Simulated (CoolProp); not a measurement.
C3F8 (R218) along the isotherm 31.55 °C: fugacity coefficient from the reference equation and from simpler models built on Tc = 71.9 °C, pc = 2.640 MPa, ω = 0.317; each cubic takes its own stable root.

Values from CoolProp's reference Helmholtz-energy equation of state, Lemmon 2006. It is a short technical equation, of lower accuracy than the large ones.

| p (MPa) | phase | reference | van der Waals | Redlich-Kwong | Soave-Redlich-Kwong | Peng-Robinson |
|---|---|---|---|---|---|---|
| 0.264 | gas | 0.9496 | 0.9601 | 0.9518 | 0.9488 | 0.9447 |
| 0.528 | gas | 0.8988 | 0.9204 | 0.9041 | 0.8981 | 0.8904 |
| 0.792 | gas | 0.8473 | 0.8805 | 0.8567 | 0.8475 | 0.8367 |
| 1.06 | liquid | 0.7787 | 0.8397 | 0.8084 | 0.7903 | 0.7705 |
| 1.32 | liquid | 0.6348 | 0.7994 | 0.7402 | 0.6454 | 0.6280 |
| 1.58 | liquid | 0.5383 | 0.7563 | 0.6295 | 0.5482 | 0.5324 |
| 1.85 | liquid | 0.4669 | 0.6624 | 0.5475 | 0.4762 | 0.4616 |
| 2.11 | liquid | 0.4155 | 0.5947 | 0.4884 | 0.4244 | 0.4106 |
| 2.38 | liquid | 0.3740 | 0.5401 | 0.4408 | 0.3827 | 0.3695 |
| 2.64 | liquid | 0.3422 | 0.4983 | 0.4042 | 0.3506 | 0.3379 |
| 2.9 | liquid | 0.3161 | 0.4640 | 0.3742 | 0.3243 | 0.3120 |
| 3.17 | liquid | 0.2936 | 0.4345 | 0.3483 | 0.3016 | 0.2896 |
| 3.43 | liquid | 0.2753 | 0.4106 | 0.3273 | 0.2832 | 0.2714 |
| 3.7 | liquid | 0.2591 | 0.3895 | 0.3086 | 0.2668 | 0.2553 |
| 3.96 | liquid | 0.2456 | 0.3720 | 0.2931 | 0.2533 | 0.2418 |

At some of these states van der Waals, Redlich-Kwong gives the other phase, because its saturation line lies elsewhere.
